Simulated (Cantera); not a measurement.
Ammonia decomposition in nitride growth gas

An isothermal, constant-pressure homogeneous reactor starts with 15.9 % NH3, 84.1 % H2, at 2150 K and 1.40 bar.

Computed with Cantera and the gas-phase N/H chemistry of the illustrative SiF4/NH3 mechanism in the Surface Chemkin manual (1991). Walls and surfaces, which speed up NH3 decomposition in real reactors, are not modelled.

| t (s) | x NH3 | x H2 | x N2H2 | x NH | x N | x H |
|---|---|---|---|---|---|---|
| 2.00e-6 | 0.159 | 0.841 | 1.74e-10 | 1.32e-8 | 2.60e-11 | 2.86e-5 |
| 7.29e-6 | 0.159 | 0.841 | 3.10e-9 | 1.91e-7 | 1.53e-9 | 0.000104 |
| 2.65e-5 | 0.158 | 0.841 | 6.45e-8 | 2.48e-6 | 7.28e-8 | 0.000372 |
| 9.67e-5 | 0.157 | 0.841 | 8.87e-7 | 1.85e-5 | 1.47e-6 | 0.00103 |
| 0.000352 | 0.152 | 0.843 | 1.26e-6 | 2.44e-5 | 2.27e-6 | 0.00121 |
| 0.00128 | 0.134 | 0.854 | 1.09e-6 | 2.33e-5 | 2.27e-6 | 0.00127 |
| 0.00468 | 0.0869 | 0.880 | 6.43e-7 | 1.99e-5 | 2.23e-6 | 0.00150 |
| 0.0170 | 0.0223 | 0.917 | 1.21e-7 | 1.13e-5 | 1.91e-6 | 0.00230 |
| 0.0620 | 0.00186 | 0.927 | 2.37e-9 | 2.03e-6 | 5.02e-7 | 0.00339 |
| 0.226 | 0.000338 | 0.928 | 8.24e-11 | 3.82e-7 | 9.62e-8 | 0.00345 |
| 0.823 | 8.42e-5 | 0.928 | 5.72e-12 | 9.53e-8 | 2.40e-8 | 0.00346 |
| 3.00 | 2.29e-5 | 0.928 | <1e-12 | 2.59e-8 | 6.54e-9 | 0.00346 |
x: mole fraction; the columns are a selection and need not sum to one.

Equilibrium at this temperature and pressure: NH3 5.21e-6, H2 0.928, N2H2 <1e-12, NH 5.90e-9, N 1.49e-9, H 0.00346 (gas phase only).
